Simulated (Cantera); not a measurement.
An isothermal, constant-pressure homogeneous reactor starts with CH₄ : H₂O = 1 : 0.4 (molar parts), at 1523 K and 2480 Torr. Integrator tolerance rtol = 1e-08.

Computed with Cantera and GRI-Mech 3.0 (53 species, 325 reactions). GRI-Mech 3.0 stops at C3 and has no aromatics, soot or wall deposition, so with more carbon than oxygen in the feed, carbon stays in small species such as C2H2 where larger ones or solid carbon would form.

### Question
What does this change do: H2O 0.4 to 0.18 parts?

### Answer
```
quantity                                             before                                    after
-----------------  ----------------------------------------  ---------------------------------------
x(CH₄) at 4.00 s        0.210 (gas-phase equilibrium 0.175)      0.251 (gas-phase equilibrium 0.243)
x(H₂O) at 4.00 s      0.108 (gas-phase equilibrium 8.11e-6)   0.0521 (gas-phase equilibrium 2.51e-6)
x(CO) at 4.00 s        0.0737 (gas-phase equilibrium 0.170)    0.0468 (gas-phase equilibrium 0.0971)
x(HCO) at 4.00 s    3.31e-9 (gas-phase equilibrium 8.28e-9)  2.11e-9 (gas-phase equilibrium 4.52e-9)
x(C₂H₂) at 4.00 s     0.0698 (gas-phase equilibrium 0.0273)    0.0971 (gas-phase equilibrium 0.0701)
x(CH₂) at 4.00 s   1.88e-9 (gas-phase equilibrium 8.04e-10)  1.91e-9 (gas-phase equilibrium 1.23e-9)
```
